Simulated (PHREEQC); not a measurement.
Synthetic water in mg/L, 38 °C, pH 1.82, pe 11.7: Na 93.2; K 41.4; Ca 38.3; Mg 4.04; Cl 81.7; S(6) as SO4 1730; Mn(2) 0.235; Li 0.0102; Al 0.532; Fe(3) 10.3.

Valence states are taken as typed.

All values are PHREEQC results (ion-association model, wateq4f.dat), not measurements.

No solid was allowed to form.

Task: Order these Mn species by the share of Mn that they hold, largest first: MnSO4, MnCl+, Mn+2.

Result: Mn+2 (68 %), MnSO4 (32 %), MnCl+ (0.33 %)

The pH is 1.82 and the ionic strength 0.0347 mol/kgw. The solution is supersaturated, for example in Hematite (slow to form), Goethite (slow to form), so a real one may precipitate; this is no full list. Away from 25 °C the constants follow the database's enthalpies or fits; those with neither stay at their 25 °C values.
